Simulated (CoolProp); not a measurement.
200 sccm (0 °C, 1 atm) of nitrogen bubbles through liquid water at 286.2 K and leaves saturated at a total pressure of 0.0186 MPa (ideal gas phase). Each further row changes one setting.

Model: reference Helmholtz-energy equation of state, Wagner 2002, in CoolProp.

```
case                       vapour pressure (kPa)  mole fraction of vapour  delivery (mg/min)  delivery (sccm)  change of delivery for a bath 1 K warmer (%)
-------------------------  ---------------------  -----------------------  -----------------  ---------------  --------------------------------------------
as stated                                   1.50                   0.0808               14.1             17.6                                             ?
bath temperature 291.2 K                       ?                    0.111               20.1             25.1                                             ?
total pressure 0.0372 MPa                   1.50                   0.0404               6.77             8.42                                           7.0
```

Some entries are withheld; supply them.


- as stated, change of delivery for a bath 1 K warmer (%): 7.4
- bath temperature 291.2 K, vapour pressure (kPa): 2.07
- bath temperature 291.2 K, change of delivery for a bath 1 K warmer (%): 7.3
